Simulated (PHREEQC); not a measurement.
Reverse-osmosis permeate

Model water analysis in mmol/kgw, 5 °C, pH 6.02, pe 8.4: Na 0.0156; K 0.000317; Ca 0.0306; Mg 0.0665; Cl 0.0472; S(6) 0.00884; Alkalinity (meq/kgw) 0.145; Pb 0.00267; Sr 0.00125; N(5) 6.5e-05; Br 0.000372.

Cl is adjusted to close the charge balance.
Valence states are taken as typed.

The numbers come from PHREEQC with the ion-association model, phreeqc.dat.

Each row changes one thing in this solution. No solid was allowed to form.

| case | CO2 (mol/kgw) | Pb+2 (mol/kgw) | PbHCO3+ (mol/kgw) | PbCO3 (mol/kgw) | PbOH+ (mol/kgw) | PbSO4 (mol/kgw) | SI of Pb(OH)2 (Pb(OH)2) | SI of Anglesite (PbSO4) |
|---|---|---|---|---|---|---|---|---|
| as made | 0.000446 | 2.23e-6 | 2.37e-7 | 1.49e-7 | 4.29e-8 | 9.32e-9 | -2.53 | -2.88 |
| pH from 6.02 to 6.32 at the same alkalinity | ? | 2.08e-6 | 2.21e-7 | 2.76e-7 | 7.99e-8 | 8.71e-9 | -1.96 | -2.91 |
| Sr from 0.00125 to 0.0025 mmol/kgw | 0.000446 | 2.23e-6 | 2.37e-7 | 1.49e-7 | 4.28e-8 | 9.31e-9 | -2.53 | -2.88 |
| Pb from 0.00267 to 0.00134 mmol/kgw | 0.000447 | 1.12e-6 | 1.19e-7 | 7.48e-8 | 2.15e-8 | 4.68e-9 | ? | -3.18 |

Question: Fill in the missing entries.

Answer: 
- pH from 6.02 to 6.32 at the same alkalinity, CO2 (mol/kgw): 0.000222
- Pb from 0.00267 to 0.00134 mmol/kgw, SI of Pb(OH)2 (Pb(OH)2): -2.83

At this temperature some constants are extrapolated from 25 °C, and those without enthalpy data are left unchanged.
